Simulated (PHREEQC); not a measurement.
Synthetic water in mmol/kgw, 10 °C, pH 3.13, pe 12.8:

```json
[
 {"constituent": "Na", "mmol/kgw": "3.18"},
 {"constituent": "K", "mmol/kgw": "0.0028"},
 {"constituent": "Ca", "mmol/kgw": "0.81"},
 {"constituent": "Mg", "mmol/kgw": "0.299"},
 {"constituent": "Cl", "mmol/kgw": "1.44"},
 {"constituent": "S(6)", "mmol/kgw": "2.76"},
 {"constituent": "Si", "mmol/kgw": "0.0113"},
 {"constituent": "Pb", "mmol/kgw": "0.0856"},
 {"constituent": "Cu(2)", "mmol/kgw": "0.0246"}
]
```

Valence states are taken as typed.

All values are PHREEQC results (ion-association model, wateq4f.dat), not measurements.

Problem. The ionic strength comes out as 0.00963 mol/kgw. What activity coefficients do H+, Cl-, NaSO4-, K+, SO4-2 get?

Solution. H+ 0.92, Cl- 0.90, NaSO4- 0.91, K+ 0.90, SO4-2 0.68.

Precipitation was switched off in this run. Examples of supersaturated solids here: Anglesite. Others may be too. Away from 25 °C the constants follow the database's enthalpies or fits; those with neither stay at their 25 °C values.
